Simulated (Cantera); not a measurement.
A closed system holds: 1 mol H₂S, 0.0053 mol SO₂, equilibrated at 180 Pa.

Method: chemical equilibrium by Gibbs-energy minimisation in Cantera with the NASA 1993 tables (ideal gas, pure condensed phases). Candidate condensed phases: H₂O, H₂SO₄, S; 19 gas species. Kinetics and transport are ignored. All values below are at 1475 K.

Base state: H₂ 0.615, S₂ 0.311, H₂S 0.0598, H₂O 0.00720, SH 0.00641, S 0.000398, H 0.000240, SO 4.73e-5 (mole fractions); condensed: gas only.

Task: What changes in the equilibrium state with this change: SO₂ from 0.0053 to 0.63 mol?

Result: 
```
species    before     after
-------  --------  --------
H₂O       0.00720     0.352
S₂          0.311     0.332
H₂          0.615     0.145
SO₂       3.20e-6     0.141
SO        4.73e-5    0.0101
H₂S        0.0598    0.0146
S₂O       7.71e-6   0.00170
H        0.000240  0.000116
```
